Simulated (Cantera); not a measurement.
An isothermal, constant-pressure homogeneous reactor starts with C₃H₈ : H₂ = 1 : 2.2 (molar parts), at 1150 K and 100.0 Torr.

Model: GRI-Mech 3.0 (53 species, 325 reactions), integrated in Cantera. GRI-Mech 3.0 was tuned for natural gas; its chemistry of propane as a main component is partial and can be far from experiment. GRI-Mech 3.0 stops at C3 and has no aromatics, soot or wall deposition, so with more carbon than oxygen in the feed, carbon stays in small species such as C2H2 where larger ones or solid carbon would form.

### Question
Predict: x(C₃H₈) at 300 s; x(H₂) at 300 s; x(CH₄) at 300 s; x(C₂H₂) at 300 s; x(C₂H₆) at 300 s.

### Answer
```json
{
 "x(C₃H₈) at 300 s": "7.99e-6 (gas-phase equilibrium 2.15e-6)",
 "x(H₂) at 300 s": "0.450 (gas-phase equilibrium 0.308)",
 "x(CH₄) at 300 s": "0.381 (gas-phase equilibrium 0.589)",
 "x(C₂H₂) at 300 s": "0.0641 (gas-phase equilibrium 0.0486)",
 "x(C₂H₆) at 300 s": "0.00172 (gas-phase equilibrium 0.000630)"
}
```
